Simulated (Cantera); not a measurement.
Feed: 1 mol Ta₂O₅, 3.9 mol CO, a varied amount of H₂, held at 270000 Pa.

Cantera equilibrium calculation (NASA polynomials, part measured and part estimated; ideal gas, pure solids and liquids). Candidate condensed phases: C, C₆H₆, C₇H₈, C₈H₁₈, H₂O, Ta, TaC, Ta₂O₅; 113 gas species. Mutual solubility and eutectic melting of coexisting phases are not modelled. TaC: taken at fixed stoichiometry. Condensed phases not in the tables: Ta₂C. Rates play no part.

Problem. What condenses at these points (T in °C, n(H₂) in mol): (1450, 0.62); (1100, 13); (1350, 1.3); (1150, 2.8); (1050, 1.3); (1000, 1.3)?

Solution. 
| T (°C) | n(H₂) in mol | condensed phases | Ta condensed (%) |
|---|---|---|---|
| 1450 | 0.62 | TaC + Ta₂O₅ | 100.0 |
| 1100 | 13 | Ta₂O₅ | 100.0 |
| 1350 | 1.3 | TaC + Ta₂O₅ | 100.0 |
| 1150 | 2.8 | TaC + Ta₂O₅ | 100.0 |
| 1050 | 1.3 | C + Ta₂O₅ | 100.0 |
| 1000 | 1.3 | C + Ta₂O₅ | 100.0 |
